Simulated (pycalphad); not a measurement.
Source of the numbers: pycalphad with the COST 507 light-alloy database (1999); pressure 1 atm. The data set is of 1999 and partly superseded. Amounts are mole fractions of atoms. Diffusion is slow at the low end, where real alloys seldom reach equilibrium.

Task: Give the equilibrium state of Ti-12.21Hf-0.3458B (wt.%) at 1575 K.

Result: 
```
T = 1575.00 K, P = 101325 Pa, N = 1 mol of atoms
G = -93057 J/mol, H = 40251 J/mol, S = 84.64 J/(mol K)  (SER reference)
chemical potentials (J/mol): Ti -88927, Hf -155912, B -194469
phase             fraction      x(Ti)      x(Hf)       x(B)
BCC_A2              0.9704     0.9617     0.0365     0.0019
BM                  0.0296     0.4968     0.0032     0.5000
```

Task: Give the equilibrium state of Ti-12.21Hf-0.3458B (wt.%) at 600 K.

Result: hcp, fraction 0.967, with 12.4 Hf, <0.01 B wt.%; BM, fraction 0.033, with 0.46 Hf, 18.4 B wt.%.

Database names, with the compositions (at.%) that they take in these runs: BM: Ti 50 B 50. BCC_A2 is bcc.
